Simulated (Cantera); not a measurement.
Input (Python, Cantera) and output of one run.

```python
import numpy as np
import cantera as ct

gas_names = """
    N2 OH NbO2 NH3
""".split()
cond_names = """
    Nb(cr) Nb(L)
""".split()


# ... load() reads the species with a 1 bar reference pressure and builds the phases ...
species = {s.name: s for s in load("nasa_gas.yaml", gas_names) + load("nasa_condensed.yaml", cond_names)}
# Each term lists the table entries of one substance; the one whose range holds T is used.
reactions = {
    '3 Nb + N2(g) + 6 OH(g) = 3 NbO2(g) + 2 NH3(g)':
        [(-3, ['Nb(cr)', 'Nb(L)']), (-1, ['N2']), (-6, ['OH']), (3, ['NbO2']), (2, ['NH3'])],
}


def pick(names, T):
    return next(species[n] for n in names if species[n].thermo.min_temp <= T <= species[n].thermo.max_temp)


results = []
for label, terms in reactions.items():
    print(label)
    print("     T/K   dH/kJ  dS/(J/K)   dG/kJ   log10 K")
    for T in [300, 1923, 2023, 2123, 2223, 2323, 2423, 2523]:
        used = [(nu, pick(names, T)) for nu, names in terms]
        dH = sum(nu * s.thermo.h(T) for nu, s in used) / 1e6
        dS = sum(nu * s.thermo.s(T) for nu, s in used) / 1e3
        dG = dH - T * dS / 1e3
        logK = -dG * 1e6 / (ct.gas_constant * T * np.log(10))
        results.append((label, T, dH, dS, dG, logK, [s.name for _, s in used]))
        print(f"{T:8g} {dH:8.1f} {dS:8.1f} {dG:8.1f} {logK:8.2f}")
```

Output:

```
3 Nb + N2(g) + 6 OH(g) = 3 NbO2(g) + 2 NH3(g)
     T/K   dH/kJ  dS/(J/K)   dG/kJ   log10 K
     300   -928.1   -199.6   -868.2   151.17
    1923   -976.0   -269.2   -458.4    12.45
    2023   -978.7   -270.6   -431.4    11.14
    2123   -981.6   -271.9   -404.3     9.95
    2223   -984.7   -273.4   -377.0     8.86
    2323   -988.2   -274.9   -349.6     7.86
    2423   -992.0   -276.5   -322.0     6.94
    2523   -996.1   -278.2   -294.3     6.09
```

Cantera with NASA thermochemical tables; ideal gases at 1 bar, condensed phases pure. Condensed species are held in their standard states even where they would react or evaporate.
